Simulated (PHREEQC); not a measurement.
Solution (55 °C): 1.7 mmol/kgw FeCl3, 26 mmol/kgw MgSO4, 0.51 mmol/kgw NaHCO3 and 0.21 mmol/kgw NaCl. Closed to the air; pH follows from the charge balance.

Computed with PHREEQC (ion-association model, phreeqc.dat).

```json
[
 {"quantity": "pH", "before": "3.30", "after": "5.75"},
 {"quantity": "ionic strength (mol/kgw)", "before": "0.0537", "after": "0.0558"},
 {"quantity": "SI of Halite (NaCl)", "before": "-7.21", "after": "-6.35"}
]
```

**Question.** What was changed between the two runs?
A. NaHCO3 from 0.00051 to 0.0051 mol/kgw
B. NaCl from 0.00021 to 0.0021 mol/kgw
C. NaHCO3 from 0.00051 to 0.000459 mol/kgw
D. diluted 100-fold with water
E. MgSO4 left out

**Answer.** A, NaHCO3 from 0.00051 to 0.0051 mol/kgw

No solid was allowed to form. Some of these states are supersaturated (in Hematite (slow to form), Goethite (slow to form), for instance). Constants without temperature data keep their 25 °C values here.
